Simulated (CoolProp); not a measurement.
A single-stage vapour-compression cycle with R142b: evaporating at 259.15 K (dew point), condensing at 291.15 K (bubble point), superheat 2 K, subcooling 5 K, compressor efficiency 0.7, no pressure losses. Each further row changes one setting.

The numbers come from the reference Helmholtz-energy equation of state, Lemmon 2006 in CoolProp. It is a short technical equation, of lower accuracy than the large ones.

```
case                              cooling COP  pressure ratio  discharge temperature (K)  refrigerating effect (kJ/kg)  volumetric capacity (kJ/m³)
--------------------------------  -----------  --------------  -------------------------  ----------------------------  ---------------------------
as stated                                5.22            3.27                      310.5                           194                          769
evaporating temperature 264.15 K         6.42            2.66                        ___                           197                          ___
condensing temperature 286.15 K           ___            2.77                      303.5                           200                          795
subcooling 10 K                          5.39            3.27                      310.5                           200                          795
superheat 12 K                           5.21            3.27                      321.2                           202                          768
compressor efficiency 0.6                 ___            3.27                      317.3                           194                          769
```

Question: What belongs in the gaps?

Answer: 
- evaporating temperature 264.15 K, discharge temperature (K): 307.2
- evaporating temperature 264.15 K, volumetric capacity (kJ/m³): 950
- condensing temperature 286.15 K, cooling COP: 6.31
- compressor efficiency 0.6, cooling COP: 4.47
